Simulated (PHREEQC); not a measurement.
A made-up water analysis in mg/kgw, 25 °C, pH 2.03:

| constituent | mg/kgw |
|---|---|
| Na | 2360 |
| K | 23.9 |
| Ca | 0.228 |
| Mg | 90.2 |
| Cl | 573 |
| S(6) as SO4 | 5540 |

Valence states are taken as typed.

All values are PHREEQC results (Pitzer model, pitzer.dat), not measurements.

### Question
The ionic strength comes out as 0.169 mol/kgw. What activity coefficients do SO4-2, Cl-, Mg+2, H+, HSO4- get?

### Answer
SO4-2 0.26, Cl- 0.73, Mg+2 0.23, H+ 0.70, HSO4- 0.74. Single-ion values are on the MacInnes scale.

No solid was allowed to form. Complexes and solids missing from the database can't appear.
